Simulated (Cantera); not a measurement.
Input: 1 mol CaCO₃, a varied amount of C, 0.013 mol O₂, at 1075 °C and 7.50 Torr.

Method: chemical equilibrium by Gibbs-energy minimisation in Cantera with the NASA 1993 tables (ideal gas, pure condensed phases). Candidate condensed phases: C, Ca, CaCO₃, CaO; 15 gas species. Kinetics and transport are ignored.

x: gas mole fraction; n: condensed amount in mol.

| n(C) (mol) | x CO₂ | x CO | x O₂ | n CaO(s) |
|---|---|---|---|---|
| 0.023 | 0.980 | 0.0196 | … | 1.00 |
| 0.031 | 0.965 | 0.0349 | … | 1.00 |
| 0.042 | 0.944 | 0.0557 | … | 1.00 |
| 0.056 | 0.919 | 0.0814 | … | 1.00 |
| 0.076 | 0.883 | 0.117 | … | 1.00 |
| 0.1 | 0.842 | 0.158 | … | 1.00 |
| 0.14 | 0.777 | 0.223 | … | 1.00 |
| 0.19 | 0.703 | 0.297 | … | 1.00 |
| 0.25 | 0.621 | 0.379 | … | 1.00 |
| 0.34 | 0.512 | 0.488 | … | 1.00 |
| 0.46 | 0.388 | 0.612 | … | 1.00 |
| 0.62 | 0.251 | 0.749 | … | 1.00 |
| 0.84 | 0.101 | 0.899 | <1e-12 | 1.00 |

Complete the blanks.


- 0.023, x O₂: 3.76e-8
- 0.031, x O₂: 1.14e-8
- 0.042, x O₂: 4.30e-9
- 0.056, x O₂: 1.90e-9
- 0.076, x O₂: 8.49e-10
- 0.1, x O₂: 4.23e-10
- 0.14, x O₂: 1.82e-10
- 0.19, x O₂: 8.33e-11
- 0.25, x O₂: 4.00e-11
- 0.34, x O₂: 1.64e-11
- 0.46, x O₂: 5.99e-12
- 0.62, x O₂: 1.67e-12
